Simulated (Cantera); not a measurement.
Charge: 1 mol acetone, 2.5 mol H₂O, 1.8 mol N₂, equilibrated at 2400 K and 0.630 Torr.

Method: chemical equilibrium by Gibbs-energy minimisation in Cantera with the NASA 1993 tables (ideal gas, pure condensed phases). Candidate condensed phases: C, C₆H₆, C₇H₈, C₈H₁₈, H₂O; 136 gas species. The feed counts by its element totals alone. Rates play no part.

Problem. What is the equilibrium state?

Solution. 
| Property | Value |
|---|---|
| x(H) | 0.289 |
| x(H₂) | 0.278 |
| x(CO) | 0.243 |
| x(N₂) | 0.148 |
| x(H₂O) | 0.0276 |
| x(OH) | 0.00528 |
| x(CO₂) | 0.00408 |
| x(O) | 0.00368 |
| x(NO) | 0.000223 |
| gas amount | 12.14 mol |
| log10 activity of C(graphite) (absent) | -7.19 |
